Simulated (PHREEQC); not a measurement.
A made-up water analysis in mg/L, 25 °C, pH 6.25, pe 1.1:

```
constituent             mg/L
------------------  --------
Na                     0.731
K                     0.0119
Ca                      0.14
Mg                    0.0281
Cl                      1.12
S(6) as SO4           0.0295
Alkalinity as HCO3     0.535
Si as SiO2            0.0182
Li                  0.000142
Zn                   0.00775
```

Valence states are taken as typed.

All values are PHREEQC results (ion-association model, phreeqc.dat), not measurements.

```
quantity               before    after
-------------------  --------  -------
CO2 (mol/kgw)         1.17e-5  4.43e-5
HCO3- (mol/kgw)       9.31e-6  3.56e-5
CaHCO3+ (mol/kgw)    4.02e-10  5.96e-9
CaSO4 (mol/kgw)      1.79e-10  2.68e-9
SI of Quartz (SiO2)     -2.54    -1.94
```

Q: Which change was made?
(A) Si from 0.0182 to 0.0546 mg/L
(B) all concentrations times 4 at the same typed pH
(C) pH from 6.25 to 5.75 at the same alkalinity
(D) pH from 6.25 to 5.5 at the same alkalinity

A: B, all concentrations times 4 at the same typed pH

Precipitation was switched off in this run.
